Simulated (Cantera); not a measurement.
## Thermodynamics of tantalum, niobium, vanadium and zirconium in process gases, feed Ta(OEt)5 + O2 + H2

Charge: 1 mol Ta(OEt)5, 0.031 mol O2, 1.7 mol H2, held at 2550 K.

These are equilibrium values from Cantera (NASA tables, ideal gas, pure condensed phases), not measurements of a reactor. Candidate condensed phases: C, C6H6, C7H8, C8H18, H2O, Ta, TaC, Ta2O5; 113 gas species. The feed counts by its element totals alone. TaC: taken at fixed stoichiometry. Condensed phases not in the tables: Ta2C. The numbers say what is thermodynamically allowed, not how fast it happens.

From 0.100 Pa to 0.750 Pa the condensed part is TaC(s). From 5.60 Pa to 10.0 bar the condensed part is C(graphite) + TaC(s).

| P (Pa) | x H | x H2 | x CO | x C | x C3 | n TaC(s) | n C(graphite) |
|---|---|---|---|---|---|---|---|
| 0.100 | 0.777 | 0.000621 | 0.139 | 0.0689 | 0.0100 | 0.999 | 0 |
| 0.750 | 0.796 | 0.00489 | 0.144 | 0.0247 | 0.0259 | 1.000 | 0 |
| 5.60 | 0.784 | 0.0354 | 0.153 | 0.00583 | 0.0190 | 1.000 | 1.63 |
| 42 | 0.639 | 0.176 | 0.178 | 0.000777 | 0.00254 | 1.00 | 3.51 |
| 320 | 0.358 | 0.420 | 0.216 | 0.000102 | 0.000333 | 1.00 | 3.63 |
| 2400 | 0.155 | 0.594 | 0.242 | 1.36e-5 | 4.44e-5 | 1.00 | 3.59 |
| 18000 | 0.0604 | 0.676 | 0.255 | 1.81e-6 | 5.92e-6 | 1.00 | 3.57 |
| 130000 | 0.0230 | 0.708 | 0.260 | 2.51e-7 | 8.19e-7 | 1.00 | 3.56 |
| 1000000 | 0.00836 | 0.719 | 0.262 | 3.26e-8 | 1.07e-7 | 1.00 | 3.55 |
x: gas mole fraction; n: condensed amount in mol.
